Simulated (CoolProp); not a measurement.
Isopentane at several states: density (kg/m³) from the reference equation and from simpler models built on Tc = 460.3 K, pc = 3378 kPa, ω = 0.227; each cubic takes its own stable root.

Computed with CoolProp (reference Helmholtz-energy equation of state, Lemmon 2006). It is a short technical equation, of lower accuracy than the large ones.

```csv
T (K),p (kPa),phase,reference,Soave-Redlich-Kwong,Peng-Robinson
446.3,666,gas,14.07,14.05,14.17
285.3,33.2,gas,1.027,1.024,1.025
374.6,3480,liquid,[?],489.9,[?]
341.3,453,liquid,568.4,522.7,592.5
294.3,2640,liquid,622.3,[?],[?]
315.6,755,liquid,[?],554.8,627.7
```

Complete the blanks.


- 374.6, reference: 535.5
- 374.6, Peng-Robinson: 554.2
- 294.3, Soave-Redlich-Kwong: 580.8
- 294.3, Peng-Robinson: 655.5
- 315.6, reference: 597.8
